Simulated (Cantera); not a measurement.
Thermodynamics of carbon deposition, reforming and gasification, feed CH₄ + H₂O + CO₂

Charge: 1 mol CH₄, 4.6 mol H₂O, 0.033 mol CO₂, at 3080 Torr.

Method: chemical equilibrium by Gibbs-energy minimisation in Cantera with the NASA 1993 tables (ideal gas, pure condensed phases). Candidate condensed phases: C, C₆H₆, C₇H₈, C₈H₁₈, H₂O; 110 gas species. Rates play no part.

```
T (°C)  x H₂O   x H₂    x CO   x CO₂       x H      x OH
------  -----  -----  ------  ------  --------  --------
1002    0.426  0.439  0.0854  0.0499   2.41e-7   2.73e-9
1102    0.432  0.433  0.0913  0.0441   1.11e-6   2.00e-8
1202    0.437  0.428  0.0959  0.0394   4.19e-6   1.12e-7
1302    0.440  0.424  0.0997  0.0357   1.34e-5   5.04e-7
1402    0.443  0.421   0.103  0.0326   3.72e-5   1.89e-6
1502    0.446  0.419   0.105  0.0301   9.25e-5   6.13e-6
1602    0.448  0.417   0.107  0.0280  0.000209   1.75e-5
1702    0.449  0.415   0.109  0.0263  0.000435   4.49e-5
1802    0.451  0.413   0.110  0.0248  0.000845  0.000105
1902    0.452  0.411   0.112  0.0236   0.00155  0.000228
2002    0.452  0.409   0.113  0.0225   0.00268  0.000461
2102    0.452  0.407   0.113  0.0216   0.00445  0.000879
2202    0.452  0.405   0.114  0.0207   0.00707   0.00159
2302    0.450  0.402   0.114  0.0200    0.0108   0.00273
```
x: gas mole fraction; nothing condenses.

From 1002 °C to 2302 °C nothing is condensed. The main C-bearing gas is CO throughout.
